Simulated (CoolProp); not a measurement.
Properties of dodecamethylpentasiloxane (MD3M) along the isotherm 620 K.

The numbers come from the reference Helmholtz-energy equation of state, Thol 2019 in CoolProp.

```tsv
p (kPa)	phase	density (kg/m³)	Joule-Thomson coefficient (K/MPa)	isothermal compressibility (1/MPa)	expansivity (1/kK)	fugacity coefficient
47.7	gas	3.632	11.08	21.39	1.750	0.9808
95.4	gas	7.416	?	10.93	1.902	0.9616
143	gas	11.36	11.85	7.459	2.073	0.9427
191	gas	15.52	12.30	5.727	2.268	0.9237
238	gas	19.81	12.79	4.721	2.486	0.9052
286	gas	24.43	13.34	4.049	2.741	0.8865
334	gas	29.32	13.97	3.583	?	0.8678
382	gas	34.53	?	3.251	3.388	0.8492
429	gas	39.99	15.50	?	3.796	0.8310
477	gas	46.01	16.46	2.841	4.304	0.8125
```

Task: Fill in the missing entries.

Result: 
- 95.4, Joule-Thomson coefficient (K/MPa): 11.45
- 334, expansivity (1/kK): 3.038
- 382, Joule-Thomson coefficient (K/MPa): 14.69
- 429, isothermal compressibility (1/MPa): 3.014
